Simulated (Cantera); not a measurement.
A perfectly stirred reactor is fed with 6.25 % CH₄, 93.8 % H₂, at 13300 Pa; it is held at 2000 K, and followed from long to short residence time.

Cantera simulation using GRI-Mech 3.0 (53 species, 325 reactions); the numbers are that mechanism's predictions, not measurements. GRI-Mech 3.0 stops at C3 and has no aromatics, soot or wall deposition, so with more carbon than oxygen in the feed, carbon stays in small species such as C2H2 where larger ones or solid carbon would form.

One state of this run: x CH₄ = 0.00670; x H₂ = 0.963; x CH₂ = 2.82e-6; x CH₃ = 0.000559; x C₂H₆ = 4.49e-7; x C₂H = 2.05e-6; x C₂H₄ = 3.30e-5. x: mole fraction; the columns are a selection and need not sum to one.

### Question
Which value of τ (s) does it belong to?
A. 0.012
B. 0.082
C. 0.031
D. 0.13

### Answer
D, 0.13
